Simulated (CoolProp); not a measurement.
A simple Rankine cycle with cyclopentane: condensing at 333.15 K, boiler at 2.99 MPa, turbine inlet 483.5 K, turbine efficiency 0.9, pump efficiency 0.8, no recuperator. Each further row changes one setting.

The numbers come from the reference Helmholtz-energy equation of state, Gedanitz 2015 in CoolProp.

```
case                             thermal efficiency (%)  net work (kJ/kg)  heat in (kJ/kg)  turbine exit temperature (K)  volume ratio over the turbine
-------------------------------  ----------------------  ----------------  ---------------  ----------------------------  -----------------------------
as stated                                          19.9               112              564                         379.7                           26.3
turbine inlet 503.5 K                              19.9               123              620                         406.8                           23.9
condensing temperature 325.15 K                    21.0               122              579                         373.1                           33.4
boiler pressure 2.09 MPa                           18.3               110              599                         402.1                           15.5
turbine efficiency 0.8                             17.6              99.1              564                         387.7                           26.9
```
